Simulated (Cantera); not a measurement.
Input: 1 mol SiHCl3, a varied amount of NH3, equilibrated at 0.310 bar.

Equilibrium computed with Cantera from the NASA thermochemical tables; the gas is ideal and each condensed phase is pure. Candidate condensed phases: NH4Cl, Si, Si3N4; 28 gas species. The tables' values for SiCl3 are old estimates. Rates play no part.

Q: What condenses at these points (T in K, n(NH3) in mol): (1825, 0.67); (1650, 0.67); (1750, 0.67); (1625, 0.39); (1825, 1.2)?

A: 
```csv
T (K),n(NH3) in mol,condensed phases,Si condensed (%)
1825,0.67,gas only,0.0
1650,0.67,Si3N4,24.1
1750,0.67,Si3N4,7.8
1625,0.39,Si3N4,18.1
1825,1.2,Si3N4,6.6
```
